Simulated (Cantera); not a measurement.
Source: NASA polynomial tables (part measured, part estimated), evaluated in Cantera. Values are per mole of reaction as written; species without (g) are pure solids or liquids, kept so even where they would boil at 1 bar.

CaF2 ⇌ F2(g) + Ca(g), with ΔH° = 1403.7 kJ and ΔS° = 289.0 J/K at 300 K.

How far is the shortcut ΔG° ≈ ΔH°(300 K) − T·ΔS°(300 K) from the full temperature-dependent value at 2075, 2125, 2175, 2225, 2275, 2325 K?


```json
[
 {"T (K)": "2075", "shortcut (kJ)": "804.0", "full (kJ)": "872.4", "difference (kJ)": "-68.5", "difference in log10 K": "1.72", "condensed phases": "CaF2(l)"},
 {"T (K)": "2125", "shortcut (kJ)": "789.5", "full (kJ)": "862.1", "difference (kJ)": "-72.6", "difference in log10 K": "1.78", "condensed phases": "CaF2(l)"},
 {"T (K)": "2175", "shortcut (kJ)": "775.1", "full (kJ)": "851.8", "difference (kJ)": "-76.7", "difference in log10 K": "1.84", "condensed phases": "CaF2(l)"},
 {"T (K)": "2225", "shortcut (kJ)": "760.6", "full (kJ)": "841.5", "difference (kJ)": "-80.9", "difference in log10 K": "1.90", "condensed phases": "CaF2(l)"},
 {"T (K)": "2275", "shortcut (kJ)": "746.2", "full (kJ)": "831.3", "difference (kJ)": "-85.1", "difference in log10 K": "1.95", "condensed phases": "CaF2(l)"},
 {"T (K)": "2325", "shortcut (kJ)": "731.7", "full (kJ)": "821.2", "difference (kJ)": "-89.4", "difference in log10 K": "2.01", "condensed phases": "CaF2(l)"}
]
```
The shortcut ignores heat capacities and the phase changes listed.
